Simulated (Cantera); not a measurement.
Cantera run, input and output.

```python
import numpy as np
import cantera as ct

gas = ct.Solution("gri30.yaml")
gas.TPX = 698, 101325, {'CH4': 1, 'H2': 0.38, 'O2': 4.06, 'N2': 15.2}
inlet = ct.Reservoir(gas, clone=True)
gas.equilibrate("HP")  # start burning
reactor = ct.IdealGasConstPressureReactor(gas, energy="on", clone=False)
exhaust = ct.Reservoir(gas, clone=True)
tau = [0.15, 0.065, 0.027, 0.012, 0.0049, 0.0021, 0.00087, 0.00036, 0.00015, 6.5e-05, 2.7e-05, 1.2e-05, 4.9e-06][0]
for a, b in ((inlet, reactor), (reactor, exhaust)):
    ct.MassFlowController(a, b, mdot=lambda t: reactor.mass / tau)
net = ct.ReactorNet([reactor])
show = ['CH4', 'H2', 'O2', 'CO', 'C2H2', 'CO2', 'HCN']

rows = []
print(f"{'tau/s':>10s}{'T/K':>9s}" + "".join(f"{s:>11s}" for s in show))
for tau in [0.15, 0.065, 0.027, 0.012, 0.0049, 0.0021, 0.00087, 0.00036, 0.00015, 6.5e-05, 2.7e-05, 1.2e-05, 4.9e-06]:
    net.initial_time = 0.0
    net.advance(30 * tau)
    before = gas.X
    net.advance(40 * tau)
    drift = np.max(np.abs(gas.X - before) / (gas.X + 1e-9))
    rows.append([gas.T, *gas[show].X, drift])
    print(f"{tau:10.3e}{gas.T:9.1f}" + "".join(f"{x:11.3e}" for x in gas[show].X))
```

Output:

```
     tau/s      T/K        CH4         H2         O2         CO       C2H2        CO2        HCN
 1.500e-01   1889.3  4.461e-06  9.864e-05  9.110e-02  2.317e-04  1.540e-10  4.863e-02  6.631e-09
 6.500e-02   1885.9  8.048e-06  1.513e-04  9.107e-02  3.759e-04  3.353e-10  4.847e-02  7.107e-09
 2.700e-02   1879.7  1.431e-05  2.531e-04  9.105e-02  6.508e-04  6.167e-10  4.817e-02  8.068e-09
 1.200e-02   1870.5  2.394e-05  4.154e-04  9.107e-02  1.091e-03  9.664e-10  4.768e-02  9.697e-09
 4.900e-03   1854.3  4.225e-05  7.144e-04  9.118e-02  1.916e-03  1.501e-09  4.678e-02  1.311e-08
 2.100e-03   1830.2  7.355e-05  1.165e-03  9.151e-02  3.212e-03  2.302e-09  4.536e-02  1.927e-08
 8.700e-04   1792.2  1.366e-04  1.861e-03  9.230e-02  5.385e-03  3.941e-09  4.298e-02  3.085e-08
 3.600e-04   1736.7  2.767e-04  2.827e-03  9.407e-02  8.921e-03  8.370e-09  3.908e-02  5.078e-08
 1.500e-04   1658.6  6.601e-04  4.165e-03  9.811e-02  1.484e-02  2.712e-08  3.245e-02  8.585e-08
 6.500e-05   1525.7  2.771e-03  7.579e-03  1.107e-01  2.547e-02  3.321e-07  1.907e-02  1.634e-07
 2.700e-05    698.0  4.845e-02  1.841e-02  1.967e-01 -2.005e-16 -9.778e-21 -1.183e-16 -1.134e-21
 1.200e-05    698.0  4.845e-02  1.841e-02  1.967e-01 -5.662e-20 -2.761e-24 -3.342e-20 -3.202e-25
 4.900e-06    698.0  4.845e-02  1.841e-02  1.967e-01 -1.472e-23 -7.178e-28 -8.688e-24 -8.324e-29
```

Model: GRI-Mech 3.0 (53 species, 325 reactions), integrated in Cantera.
